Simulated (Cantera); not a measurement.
Feed: 1 mol CuO, 0.4 mol CH4, 1.4 mol N2, held at 3.50 bar.

Cantera equilibrium calculation (NASA polynomials, part measured and part estimated; ideal gas, pure solids and liquids). Candidate condensed phases: C, C6H6, C7H8, C8H18, Cu, CuO, Cu(OH)2, Cu2O, H2O; 139 gas species. The numbers say what is thermodynamically allowed, not how fast it happens. All values below are at 1648 K.

Base state: N2 0.538, H2O 0.183, H2 0.125, CO 0.106, CO2 0.0482, Cu 2.26e-5, H 1.68e-5 (mole fractions); condensed: Cu(l).

Problem. What changes in the equilibrium state with this change: CH4 from 0.4 to 0.31 mol?

Solution. 
| species | before | after |
|---|---|---|
| N2 | 0.538 | 0.601 |
| H2O | 0.183 | 0.218 |
| CO2 | 0.0482 | 0.0780 |
| H2 | 0.125 | 0.0480 |
| CO | 0.106 | 0.0550 |
| Cu | 2.26e-5 | 2.26e-5 |
| H | 1.68e-5 | 1.04e-5 |
| Cu(l), mol | 1.000 | 1.000 |
